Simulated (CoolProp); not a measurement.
n-perfluorobutane along the isobar 25.6 bar: fugacity coefficient from the reference equation and from simpler models built on Tc = 386.3 K, pc = 23.22 bar, ω = 0.372; each cubic takes its own stable root.

Values from CoolProp's reference Helmholtz-energy equation of state, Gao 2022.

```tsv
T (K)	phase	reference
228.1	liquid	0.005518
241.2	liquid	0.01157
254.3	liquid	0.02197
267.4	liquid	0.03841
280.5	liquid	0.06260
293.7	liquid	0.09641
306.8	liquid	0.1405
319.9	liquid	0.1959
333	liquid	0.2626
346.1	liquid	0.3399
359.2	liquid	0.4262
372.3	liquid	0.5187
385.4	liquid	0.6123
398.5	supercritical	0.6804
```

**Question.** How far does each simpler model (van der Waals, Redlich-Kwong, Soave-Redlich-Kwong, Peng-Robinson) lie from the reference over these 14 states: mean and median of the absolute difference, and the worst?

**Answer.** 
- van der Waals: mean 297.6 %, median 110.7 %, worst +1479.0 % at 228.1 K and 25.6 bar
- Redlich-Kwong: mean 68.2 %, median 42.0 %, worst +237.8 % at 228.1 K and 25.6 bar
- Soave-Redlich-Kwong: mean 1.2 %, median 1.2 %, worst +2.3 % at 228.1 K and 25.6 bar
- Peng-Robinson: mean 2.3 %, median 2.2 %, worst -4.0 % at 398.5 K and 25.6 bar
